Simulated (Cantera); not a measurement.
What does this Cantera script print?

```python
import numpy as np
import cantera as ct

gas_names = """
    H HO2 H2 H2O H2O2 O OH O2 O3
""".split()
cond_names = """
    H2O(s) H2O(L)
""".split()


# ... load() reads the species with a 1 bar reference pressure and builds the phases ...
atoms = {
    'H2O': {'H': 2, 'O': 1},
    'O2': {'O': 2},
    'H2': {'H': 2},
}
top_T = {}  # K; cautious upper limits of use, not melting points


# ... equilibrate(T, P, feed) seeds the gas with the atoms and calls Mixture.equilibrate('TP', solver="vcs", rtol=1e-11, max_steps=5000) ...
results = []
feed = {'H2O': 1, 'O2': 0.54, 'H2': 1.9}  # mol
T = 2500  # K
P = 390000  # Pa
mix = equilibrate(T, P, feed)
results.append((T, P, feed, dict(zip(mix.species_names, mix.species_moles))))
x = sorted(zip(gas.X, gas.species_names), reverse=True)
print(f"T = {T:g} K  P = {P:g} Pa  gas = {mix.phase_moles(0):.4g} mol")
print("   x: " + "  ".join(f"{s} {v:.3e}" for v, s in x if v > 0.0001))
print("   condensed (mol): " + ("  ".join(f"{mix.phase(i).name} {mix.phase_moles(i):.4g}"
      for i in range(1, mix.n_phases) if mix.phase_moles(i) > 1e-12) or "none"))
```

Result:

```
T = 2500 K  P = 390000 Pa  gas = 2.915 mol
   x: H2O 7.098e-01  H2 2.798e-01  H 6.735e-03  OH 3.540e-03
   condensed (mol): none
```

These are equilibrium values from Cantera (NASA tables, ideal gas, pure condensed phases), not measurements of a reactor.
